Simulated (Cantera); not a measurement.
## Moist CO burnout

An isothermal, constant-pressure homogeneous reactor starts with 1.45 % CO, 7.97 % O2, 0.0145 % H2O, 90.6 % N2, at 1250 K and 750 Torr.

Model: GRI-Mech 3.0 (53 species, 325 reactions), integrated in Cantera.

| t (s) | x CO | x O2 | x H2O | x H | x HO2 |
|---|---|---|---|---|---|
| 0.000100 | 0.0145 | 0.0797 | 0.000145 | 5.62e-12 | 6.46e-12 |
| 0.000501 | 0.0145 | 0.0797 | 0.000145 | 9.79e-11 | 4.08e-10 |
| 0.00251 | 0.0145 | 0.0797 | 0.000145 | 1.93e-9 | 1.90e-8 |
| 0.0126 | 0.0130 | 0.0788 | 0.000133 | 5.99e-6 | 1.71e-6 |
| 0.0632 | 0.00150 | 0.0736 | 0.000140 | 7.32e-7 | 8.16e-7 |
| 0.317 | 6.94e-5 | 0.0730 | 0.000145 | 9.88e-9 | 1.42e-7 |
| 1.59 | 1.65e-6 | 0.0730 | 0.000146 | 1.06e-10 | 8.02e-9 |
| 7.98 | 1.32e-8 | 0.0730 | 0.000146 | 2.97e-12 | 5.00e-10 |
| 40.0 | 2.94e-9 | 0.0730 | 0.000146 | 2.11e-12 | 3.95e-10 |
x: mole fraction; the columns are a selection and need not sum to one.

Equilibrium at this temperature and pressure: CO 2.94e-9, O2 0.0729, H2O 0.000146, H 2.11e-12, HO2 3.95e-10 (gas phase only).
